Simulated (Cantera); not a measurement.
What does this Cantera script print?

```python
import numpy as np
import cantera as ct

gas_names = [...]  # 140 gases of nasa_gas.yaml made of C, Fe, H, N, O
cond_names = """
    C(gr) C6H6(L) C7H8(L) C8H18(L),n-octa Fe(a) Fe(c) Fe(d) Fe(L) FeC5O5(L) FeO(s) FeO(L) Fe(OH)2(s)
    Fe(OH)3(s) Fe2O3(s) Fe3O4(s) H2O(s) H2O(L)
""".split()


# ... load() reads the species with a 1 bar reference pressure and builds the phases ...
atoms = {
    'Fe3O4': {'Fe': 3, 'O': 4},
    'CH4': {'C': 1, 'H': 4},
    'N2': {'N': 2},
}
top_T = {'C(gr)': 4500, 'Fe2O3(s)': 1830, 'Fe3O4(s)': 1870}  # K; cautious upper limits of use, not melting points


# ... equilibrate(T, P, feed) seeds the gas with the atoms and calls Mixture.equilibrate('TP', solver="vcs", rtol=1e-11, max_steps=5000) ...
results = []
feed = {'Fe3O4': 1, 'CH4': 0.3, 'N2': 0.12}  # mol
P = 120000  # Pa
for T in [950, 1025, 1100, 1175, 1250, 1325, 1400, 1475, 1550, 1625, 1700, 1775, 1850, 1925]:
    mix = equilibrate(T, P, feed)
    results.append((T, P, feed, dict(zip(mix.species_names, mix.species_moles))))
    x = sorted(zip(gas.X, gas.species_names), reverse=True)
    print(f"T = {T:g} K  P = {P:g} Pa  gas = {mix.phase_moles(0):.4g} mol")
    print("   x: " + "  ".join(f"{s} {v:.3e}" for v, s in x if v > 0.0001))
    print("   condensed (mol): " + ("  ".join(f"{mix.phase(i).name} {mix.phase_moles(i):.4g}"
          for i in range(1, mix.n_phases) if mix.phase_moles(i) > 1e-12) or "none"))
```

It prints:

```
T = 950 K  P = 120000 Pa  gas = 1.02 mol
   x: H2O 4.392e-01  CO2 2.473e-01  H2 1.490e-01  N2 1.177e-01  CO 4.681e-02
   condensed (mol): FeO(s) 3
T = 1025 K  P = 120000 Pa  gas = 1.02 mol
   x: H2O 4.490e-01  CO2 2.373e-01  H2 1.393e-01  N2 1.176e-01  CO 5.677e-02
   condensed (mol): FeO(s) 3
T = 1100 K  P = 120000 Pa  gas = 1.02 mol
   x: H2O 4.580e-01  CO2 2.283e-01  H2 1.303e-01  N2 1.176e-01  CO 6.581e-02
   condensed (mol): FeO(s) 3
T = 1175 K  P = 120000 Pa  gas = 1.02 mol
   x: H2O 4.661e-01  CO2 2.202e-01  H2 1.222e-01  N2 1.176e-01  CO 7.389e-02
   condensed (mol): FeO(s) 3
T = 1250 K  P = 120000 Pa  gas = 1.02 mol
   x: H2O 4.732e-01  CO2 2.131e-01  N2 1.176e-01  H2 1.150e-01  CO 8.105e-02
   condensed (mol): FeO(s) 3
T = 1325 K  P = 120000 Pa  gas = 1.02 mol
   x: H2O 4.795e-01  CO2 2.068e-01  N2 1.176e-01  H2 1.087e-01  CO 8.736e-02
   condensed (mol): FeO(s) 3
T = 1400 K  P = 120000 Pa  gas = 1.02 mol
   x: H2O 4.851e-01  CO2 2.012e-01  N2 1.176e-01  H2 1.032e-01  CO 9.291e-02
   condensed (mol): FeO(s) 3
T = 1475 K  P = 120000 Pa  gas = 1.02 mol
   x: H2O 4.899e-01  CO2 1.963e-01  N2 1.176e-01  H2 9.828e-02  CO 9.779e-02
   condensed (mol): FeO(s) 3
T = 1550 K  P = 120000 Pa  gas = 1.02 mol
   x: H2O 4.942e-01  CO2 1.920e-01  N2 1.176e-01  CO 1.021e-01  H2 9.397e-02
   condensed (mol): FeO(s) 3
T = 1625 K  P = 120000 Pa  gas = 1.02 mol
   x: H2O 4.980e-01  CO2 1.882e-01  N2 1.176e-01  CO 1.059e-01  H2 9.015e-02
   condensed (mol): FeO(s) 3
T = 1700 K  P = 120000 Pa  gas = 1.02 mol
   x: H2O 5.014e-01  CO2 1.848e-01  N2 1.176e-01  CO 1.093e-01  H2 8.676e-02
   condensed (mol): FeO(L) 3
T = 1775 K  P = 120000 Pa  gas = 1.02 mol
   x: H2O 5.043e-01  CO2 1.818e-01  N2 1.176e-01  CO 1.123e-01  H2 8.374e-02
   condensed (mol): FeO(L) 3
T = 1850 K  P = 120000 Pa  gas = 1.02 mol
   x: H2O 5.069e-01  CO2 1.791e-01  N2 1.176e-01  CO 1.150e-01  H2 8.103e-02  H 1.400e-04
   condensed (mol): FeO(L) 3
T = 1925 K  P = 120000 Pa  gas = 1.02 mol
   x: H2O 5.092e-01  CO2 1.767e-01  N2 1.176e-01  CO 1.174e-01  H2 7.860e-02  H 2.447e-04  Fe(OH)2 1.416e-04  OH 1.370e-04
   condensed (mol): FeO(L) 3
```

These are equilibrium values from Cantera (NASA tables, ideal gas, pure condensed phases), not measurements of a reactor. The tables' stoichiometric FeO is somewhat more stable than real wüstite, so its field is too wide. FeO: taken at fixed stoichiometry.
